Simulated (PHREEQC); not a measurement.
Consider water at 88 °C with 0.0078 mol HF, 0.0011 mol NH4HF2 and 5.1e-05 mol H2SiF6 per kg of water. Closed to the air; pH follows from the charge balance.

Computed with PHREEQC (ion-association model, phreeqc.dat).

Q: The ionic strength comes out as 0.00202 mol/kgw. What activity coefficients do H+, NH4+, HF2-, F-, SiF6-2 get?

A: H+ 0.95, NH4+ 0.94, HF2- 0.94, F- 0.94, SiF6-2 0.80.

No solid was allowed to form. Away from 25 °C the constants follow the database's enthalpies or fits; those with neither stay at their 25 °C values. SiF6-2 is the database's only silicon fluoride.
